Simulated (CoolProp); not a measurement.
Vapour-liquid equilibrium of m-xylene (1) + o-xylene (2) at 1.9 bar; x and y are mole fractions of (1).

Model: multi-fluid Helmholtz-energy mixture model, Zhou 2012 and Zhou 2012; pair parameters Bell 2016, in CoolProp.

| x | bubble temperature (K) | y at the bubble point | dew temperature at overall composition x (K) | liquid density (mol/L) |
|---|---|---|---|---|
| 0.05 | 442.7 | 0.056 | 442.7 | ? |
| 0.125 | 442.3 | 0.138 | 442.3 | ? |
| 0.2 | 441.8 | 0.220 | 441.9 | 6.981 |
| 0.275 | 441.4 | 0.300 | 441.5 | 6.971 |
| 0.35 | 440.9 | 0.379 | 441.1 | 6.961 |
| 0.425 | 440.5 | 0.456 | 440.7 | ? |
| 0.5 | 440.0 | 0.532 | 440.2 | 6.941 |
| 0.575 | 439.6 | 0.606 | 439.8 | 6.930 |
| 0.65 | 439.2 | 0.678 | 439.3 | 6.920 |
| 0.725 | 438.7 | 0.749 | 438.9 | 6.910 |
| 0.8 | 438.3 | 0.819 | 438.4 | 6.900 |
| 0.875 | 437.9 | 0.887 | 438.0 | 6.889 |
| 0.95 | 437.5 | 0.955 | 437.6 | 6.879 |

What belongs in the gaps?


- 0.05, liquid density (mol/L): 7.002
- 0.125, liquid density (mol/L): 6.992
- 0.425, liquid density (mol/L): 6.951

No azeotrope shows between x = 0.05 and 0.95.

The pair parameters rest on a limited set of measurements; away from them the model extrapolates.
